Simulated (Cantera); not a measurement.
Input: 1 mol Pb, 0.4 mol CO, 6.3 mol H2, equilibrated at 975 K and 13.3 mbar.

Equilibrium computed with Cantera from the NASA thermochemical tables; the gas is ideal and each condensed phase is pure. Candidate condensed phases: C, C6H6, C7H8, C8H18, H2O, Pb, PbO, PbO2, Pb3O4; 113 gas species. Kinetics and transport are ignored.

Base state: H2 0.939, CO 0.0588, CH4 0.000848, H2O 0.000771, Pb 0.000688, CO2 7.72e-5 (mole fractions); condensed: Pb(l).

### Question
What changes in the equilibrium state with this change: pressure from 13.3 mbar to 0.133 bar?

### Answer
```csv
species,before,after
H2,0.939,0.932
CO,0.0588,0.0521
CH4,0.000848,0.00786
Pb,0.000688,6.88e-5
H2O,0.000771,0.00721
CO2,7.72e-5,0.000645
"Pb(l), mol",0.995,1.000
```
